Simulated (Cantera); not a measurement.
A perfectly stirred reactor is fed with CH₄ : C₂H₆ : O₂ : N₂ = 1 : 0.35 : 3.22 : 32.2 (molar parts), equivalence ratio 1.0, at 5.50 bar; it is adiabatic with a 375 K inlet, and is followed from long to short residence time, starting on the burning branch (τ in s: 0.044, 0.02, 0.0089, 0.004, 0.0018, 0.00081, 0.00036, 0.00016, 7.3e-05).

Cantera simulation using GRI-Mech 3.0 (53 species, 325 reactions); the numbers are that mechanism's predictions, not measurements.

### Question
Predict: blow-out, bracketed by the residence times tried; x(CH₄) at τ = 44.0 ms; x(C₂H₆) at τ = 44.0 ms; x(O₂) at τ = 44.0 ms; x(CO) at τ = 44.0 ms; x(CH₂CO) at τ = 44.0 ms; x(CH₄) at τ = 1.80 ms; x(C₂H₆) at τ = 1.80 ms; x(O₂) at τ = 1.80 ms.

### Answer
- blow-out, bracketed by the residence times tried: burning at 44.0 ms, out at 20.0 ms
- x(CH₄) at τ = 44.0 ms: 0.000417
- x(C₂H₆) at τ = 44.0 ms: 2.65e-5
- x(O₂) at τ = 44.0 ms: 0.00471
- x(CO) at τ = 44.0 ms: 0.00544
- x(CH₂CO) at τ = 44.0 ms: 1.97e-5
- x(CH₄) at τ = 1.80 ms: 0.0272
- x(C₂H₆) at τ = 1.80 ms: 0.00952
- x(O₂) at τ = 1.80 ms: 0.0876
